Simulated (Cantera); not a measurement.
Feed: 1 mol Si, a varied amount of Br2, equilibrated at 548.15 K and 0.0133 bar.

Cantera equilibrium calculation (NASA polynomials, part measured and part estimated; ideal gas, pure solids and liquids). Candidate condensed phases: Br2, Si; 9 gas species. Rates play no part.

x: gas mole fraction; n: condensed amount in mol.

```json
[
 {"n(Br2) (mol)": "0.71", "x SiBr4": "1.00", "x Br2": "<1e-12", "x Br": "<1e-12", "x SiBr3": "1.72e-7", "x SiBr2": "4.20e-9", "n Si(s)": "0.645"},
 {"n(Br2) (mol)": "0.87", "x SiBr4": "1.00", "x Br2": "<1e-12", "x Br": "<1e-12", "x SiBr3": "1.72e-7", "x SiBr2": "4.20e-9", "n Si(s)": "0.565"},
 {"n(Br2) (mol)": "1.1", "x SiBr4": "1.00", "x Br2": "<1e-12", "x Br": "<1e-12", "x SiBr3": "1.72e-7", "x SiBr2": "4.20e-9", "n Si(s)": "0.450"},
 {"n(Br2) (mol)": "1.3", "x SiBr4": "1.00", "x Br2": "<1e-12", "x Br": "<1e-12", "x SiBr3": "1.72e-7", "x SiBr2": "4.20e-9", "n Si(s)": "0.350"},
 {"n(Br2) (mol)": "1.7", "x SiBr4": "1.00", "x Br2": "<1e-12", "x Br": "<1e-12", "x SiBr3": "1.72e-7", "x SiBr2": "4.20e-9", "n Si(s)": "0.150"},
 {"n(Br2) (mol)": "2.1", "x SiBr4": "…", "x Br2": "…", "x Br": "…", "x SiBr3": "<1e-12", "x SiBr2": "<1e-12", "n Si(s)": "0"},
 {"n(Br2) (mol)": "2.5", "x SiBr4": "0.667", "x Br2": "0.333", "x Br": "1.83e-6", "x SiBr3": "<1e-12", "x SiBr2": "<1e-12", "n Si(s)": "0"},
 {"n(Br2) (mol)": "3.1", "x SiBr4": "…", "x Br2": "…", "x Br": "…", "x SiBr3": "<1e-12", "x SiBr2": "<1e-12", "n Si(s)": "0"},
 {"n(Br2) (mol)": "3.9", "x SiBr4": "0.345", "x Br2": "0.655", "x Br": "2.57e-6", "x SiBr3": "<1e-12", "x SiBr2": "<1e-12", "n Si(s)": "0"},
 {"n(Br2) (mol)": "4.8", "x SiBr4": "0.263", "x Br2": "0.737", "x Br": "2.73e-6", "x SiBr3": "<1e-12", "x SiBr2": "<1e-12", "n Si(s)": "0"},
 {"n(Br2) (mol)": "6", "x SiBr4": "0.200", "x Br2": "0.800", "x Br": "2.84e-6", "x SiBr3": "<1e-12", "x SiBr2": "<1e-12", "n Si(s)": "0"}
]
```

### Question
Complete the blanks.

### Answer

- 2.1, x SiBr4: 0.909
- 2.1, x Br2: 0.0909
- 2.1, x Br: 9.58e-7
- 3.1, x SiBr4: 0.476
- 3.1, x Br2: 0.524
- 3.1, x Br: 2.30e-6
